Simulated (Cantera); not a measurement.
**FeS + SO₂ + N₂ (roasting and sulfation)**

Input: 1 mol FeS, 3.3 mol SO₂, 0.53 mol N₂, equilibrated at 1125 °C and 15.8 Torr.

Equilibrium computed with Cantera from the NASA thermochemical tables; the gas is ideal and each condensed phase is pure. Candidate condensed phases: Fe, FeO, FeS, FeSO₄, FeS₂, Fe₂O₃, Fe₂(SO₄)₃, Fe₃O₄, S; 19 gas species. The tables' stoichiometric FeO is somewhat more stable than real wüstite, so its field is too wide. FeO: taken at fixed stoichiometry. Equilibrium is a limit: real reactors are often held back by kinetics, nucleation or transport.

```json
{
 "x(SO₂)": "0.681",
 "x(S₂)": "0.179",
 "x(N₂)": "0.130",
 "x(SO)": "0.00596",
 "x(S₂O)": "0.00442",
 "x(S)": "3.34e-5",
 "n(FeO(s))": "1.00 mol",
 "gas_amount": "4.082 mol",
 "log10 activity of Fe(γ) (absent)": "-1.62",
 "log10 activity of S(l) (absent)": "-2.31"
}
```
